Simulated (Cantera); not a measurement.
A closed system holds: 1 mol MgO, 0.48 mol CH4, 1.8 mol CO, equilibrated at 0.100 bar.

These are equilibrium values from Cantera (NASA tables, ideal gas, pure condensed phases), not measurements of a reactor. Candidate condensed phases: C, C6H6, C7H8, C8H18, H2O, Mg, MgCO3, MgO, Mg(OH)2; 116 gas species. The tables' values for MgH are old estimates; treat these amounts as uncertain. Equilibrium is a limit: real reactors are often held back by kinetics, nucleation or transport. All values below are at 2373 K.

Base state: CO 0.580, H2 0.218, Mg 0.152, H 0.0206, H2O 0.0190, CO2 0.00868, MgOH 0.000713, MgH 0.000422 (mole fractions); condensed: MgO(s).

**Question.** What changes in the equilibrium state with this change: CO from 1.8 to 0.13 mol?

**Answer.** 
```json
[
 {"species": "H2", "before": "0.218", "after": "0.413"},
 {"species": "CO", "before": "0.580", "after": "0.283"},
 {"species": "Mg", "before": "0.152", "after": "0.249"},
 {"species": "H", "before": "0.0206", "after": "0.0284"},
 {"species": "H2O", "before": "0.0190", "after": "0.0219"},
 {"species": "CO2", "before": "0.00868", "after": "0.00258"},
 {"species": "MgH", "before": "0.000422", "after": "0.000953"},
 {"species": "O", "before": "2.03e-5", "after": "1.24e-5"},
 {"species": "MgOH", "before": "0.000713", "after": "0.000981"},
 {"species": "OH", "before": "0.000319", "after": "0.000268"},
 {"species": "MgO(s), mol", "before": "0.408", "after": "0.465"}
]
```

**Question.** What changes in the equilibrium state with this change: CH4 from 0.48 to 1.2 mol?

**Answer.** 
```csv
species,before,after
CO,0.580,0.446
H2,0.218,0.366
Mg,0.152,0.159
H2O,0.0190,5.53e-7
H,0.0206,0.0267
C2H2 (acetylene),<1e-9,0.00225
CO2,0.00868,1.16e-7
MgO,9.81e-5,1.78e-9
OH,0.000319,7.17e-9
MgOH,0.000713,1.68e-8
"MgO(s), mol",0.408,0
"C(graphite), mol",0,0.171
```
